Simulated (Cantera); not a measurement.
Standard-state values (1 bar) from the NASA 1993 polynomials, evaluated with Cantera. Values are per mole of reaction as written; species without (g) are pure solids or liquids, kept so even where they would boil at 1 bar. TaC: taken at fixed stoichiometry.

Question: Between 300 and 2623 K, where is each reaction favourable under standard conditions?
- CH4(g) + 4 OH(g) + TaC ⇌ TaO2(g) + 2 CH3OH(g)

Answer: 
- CH4(g) + 4 OH(g) + TaC ⇌ TaO2(g) + 2 CH3OH(g): ΔG° is -480 kJ at 300 K and 95 kJ at 2623 K; it changes sign between 2223 and 2423 K. ΔH° is -584 kJ and ΔS° -259 J/K at 2623 K.
